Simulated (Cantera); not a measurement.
What does this Cantera script print?

```python
import numpy as np
import cantera as ct

gas_names = """
    C CO CO2 C2 C2O C3 C3O2 C4 C5 O O2 O3 Pb PbO Pb2
""".split()
cond_names = """
    C(gr) Pb(cr) Pb(L) PbO(rd) PbO(yw) PbO(L) PbO2(s) Pb3O4(s)
""".split()


# ... load() reads the species with a 1 bar reference pressure and builds the phases ...
atoms = {
    'PbO': {'Pb': 1, 'O': 1},
    'CO': {'C': 1, 'O': 1},
}
top_T = {'C(gr)': 4500, 'Pb3O4(s)': 820}  # K; cautious upper limits of use, not melting points


# ... equilibrate(T, P, feed) seeds the gas with the atoms and calls Mixture.equilibrate('TP', solver="vcs", rtol=1e-11, max_steps=5000) ...
results = []
feed = {'PbO': 1, 'CO': 1.6}  # mol
P = 240000  # Pa
for T in [1798, 1848, 1898, 1948, 1998, 2048, 2098, 2148, 2198, 2248, 2298, 2348, 2398]:
    mix = equilibrate(T, P, feed)
    results.append((T, P, feed, dict(zip(mix.species_names, mix.species_moles))))

top = {s: max(r[3][s] / sum(r[3][g] for g in gas_names) for r in results) for s in gas_names}
cols = sorted((s for s in top if top[s] > 0.001), key=lambda s: -top[s])[:5]
seen = [c for c in cond_names if any(r[3].get(c, 0) > 1e-12 for r in results)]
print("log10 of partial pressures in bar; condensed amounts in mol")
print(f"{'T/K':>10s}" + "".join(f"{s[:9]:>10s}" for s in cols + seen))
for T, P, feed, n in results:
    ng = sum(n[g] for g in gas_names)
    print(f"{T:10.4g}" + "".join(f"{np.log10(max(n[s] / ng * P / 1e5, 1e-99)):10.3f}" for s in cols)
          + "".join(f"{n.get(c, 0):10.4g}" for c in seen))
```

Result:

```
log10 of partial pressures in bar; condensed amounts in mol
       T/K       CO2        Pb        CO       PbO       Pb2     Pb(L)
      1798     0.123    -0.573    -0.096    -2.477    -3.272    0.7958
      1848     0.100    -0.433    -0.116    -2.220    -3.041    0.7019
      1898     0.068    -0.300    -0.144    -1.980    -2.823    0.5633
      1948     0.022    -0.174    -0.181    -1.757    -2.616    0.3523
      1998    -0.045    -0.055    -0.233    -1.553    -2.420   0.01212
      2048    -0.051    -0.054    -0.230    -1.465    -2.461         0
      2098    -0.054    -0.057    -0.225    -1.386    -2.506         0
      2148    -0.058    -0.061    -0.220    -1.313    -2.551         0
      2198    -0.062    -0.064    -0.214    -1.245    -2.596         0
      2248    -0.067    -0.069    -0.207    -1.183    -2.640         0
      2298    -0.071    -0.073    -0.201    -1.125    -2.683         0
      2348    -0.077    -0.078    -0.194    -1.072    -2.726         0
      2398    -0.083    -0.083    -0.187    -1.023    -2.769         0
```

Equilibrium computed with Cantera from the NASA thermochemical tables; the gas is ideal and each condensed phase is pure. Gases not in the tables: (PbO)n polymers.
